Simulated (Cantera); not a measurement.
Charge: 1 mol SiO2, 3.2 mol CO, 6.9 mol N2, at 1075 K.

Cantera equilibrium calculation (NASA polynomials, part measured and part estimated; ideal gas, pure solids and liquids). Candidate condensed phases: C, Si, SiC, SiO2, Si2N2O, Si3N4; 34 gas species. Rates play no part.

**Question.** At 420 Torr, list the 3 most abundant gas species with their mole fractions, and the condensed phases.

**Answer.** N2 0.688, CO 0.305, CO2 0.00708. Condensed: C(graphite) + SiO2(β-quartz).
